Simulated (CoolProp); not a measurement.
Saturation properties of n-perfluorobutane (Tc = 386.3 K, pc = 2.322 MPa, ω = 0.372).

Computed with CoolProp (reference Helmholtz-energy equation of state, Gao 2022).

```json
[
 {"T (K)": "262.9", "p (MPa)": "___", "liquid density (kg/m³)": "1625", "vapour density (kg/m³)": "8.129", "enthalpy of vaporisation (kJ/kg)": "100.3", "liquid cp (kJ/(kg K))": "1.094"},
 {"T (K)": "274.9", "p (MPa)": "0.1176", "liquid density (kg/m³)": "1583", "vapour density (kg/m³)": "12.94", "enthalpy of vaporisation (kJ/kg)": "96.35", "liquid cp (kJ/(kg K))": "1.110"},
 {"T (K)": "286.9", "p (MPa)": "0.1832", "liquid density (kg/m³)": "1539", "vapour density (kg/m³)": "19.75", "enthalpy of vaporisation (kJ/kg)": "92.23", "liquid cp (kJ/(kg K))": "___"},
 {"T (K)": "298.9", "p (MPa)": "0.2737", "liquid density (kg/m³)": "1493", "vapour density (kg/m³)": "29.11", "enthalpy of vaporisation (kJ/kg)": "87.84", "liquid cp (kJ/(kg K))": "1.147"},
 {"T (K)": "310.9", "p (MPa)": "0.3946", "liquid density (kg/m³)": "___", "vapour density (kg/m³)": "41.78", "enthalpy of vaporisation (kJ/kg)": "83.08", "liquid cp (kJ/(kg K))": "1.170"},
 {"T (K)": "322.8", "p (MPa)": "0.5503", "liquid density (kg/m³)": "1392", "vapour density (kg/m³)": "58.59", "enthalpy of vaporisation (kJ/kg)": "77.88", "liquid cp (kJ/(kg K))": "1.198"},
 {"T (K)": "334.8", "p (MPa)": "0.7499", "liquid density (kg/m³)": "1333", "vapour density (kg/m³)": "81.33", "enthalpy of vaporisation (kJ/kg)": "71.95", "liquid cp (kJ/(kg K))": "1.236"},
 {"T (K)": "346.8", "p (MPa)": "0.9996", "liquid density (kg/m³)": "1266", "vapour density (kg/m³)": "112.4", "enthalpy of vaporisation (kJ/kg)": "65.05", "liquid cp (kJ/(kg K))": "1.292"},
 {"T (K)": "358.8", "p (MPa)": "___", "liquid density (kg/m³)": "1185", "vapour density (kg/m³)": "156.6", "enthalpy of vaporisation (kJ/kg)": "56.62", "liquid cp (kJ/(kg K))": "1.387"},
 {"T (K)": "370.8", "p (MPa)": "1.688", "liquid density (kg/m³)": "___", "vapour density (kg/m³)": "___", "enthalpy of vaporisation (kJ/kg)": "45.36", "liquid cp (kJ/(kg K))": "1.611"}
]
```

Task: Fill in the missing entries.

Result: 
- 262.9, p (MPa): 0.07189
- 286.9, liquid cp (kJ/(kg K)): 1.127
- 310.9, liquid density (kg/m³): 1444
- 358.8, p (MPa): 1.308
- 370.8, liquid density (kg/m³): 1077
- 370.8, vapour density (kg/m³): 226.3

It boils at 271.1 K under 1 atm.
